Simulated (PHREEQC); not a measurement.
Solution (25 °C): 0.0036 mol/kgw Ag2SO4 and 0.0053 mol/kgw HNO3. Closed to the air; pH follows from the charge balance.

All values are PHREEQC results (ion-association model, wateq4f.dat), not measurements.

This is a speciation only: nothing precipitates in the calculation.

Question: Order these S species by the share of S that they hold, largest first: HSO4-, SO4-2, AgSO4-.

Answer: SO4-2 (73 %), HSO4- (21 %), AgSO4- (6.2 %)

The pH is 2.39 and the ionic strength 0.0141 mol/kgw. Species that the database lacks are ignored.
